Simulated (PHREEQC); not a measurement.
A column of 0.1 m (30 cells, dispersivity 0.008 m, 3600 s a shift, diffusion coefficient 3e-10 m²/s) holds 0.0028 eq of the database's cation exchanger X per kg of pore water, first in equilibrium with 0.019 mol MnCl2, 0.00058 mol PbCl2 and 1e-05 mol HCl per kg of water. It is flushed with 0.66 mmol/kgw KBr, 0.35 mmol/kgw SrCl2, 1.1 mmol/kgw NH4Cl and 0.01 mmol/kgw HCl, at 25 °C. Values are for the last cell. No CO2 enters from the air. No solid was allowed to form.

Model: ion-association model, phreeqc.dat, run in PHREEQC.

Q: Predict NH4 in solution (mol/kgw), K in solution (mol/kgw) at pore volumes = 0, 2.017.

A: 
```json
[
 {"pore volumes": "0", "NH4 in solution (mol/kgw)": "0", "K in solution (mol/kgw)": "0"},
 {"pore volumes": "2.017", "NH4 in solution (mol/kgw)": "0.000945", "K in solution (mol/kgw)": "0.000547"}
]
```
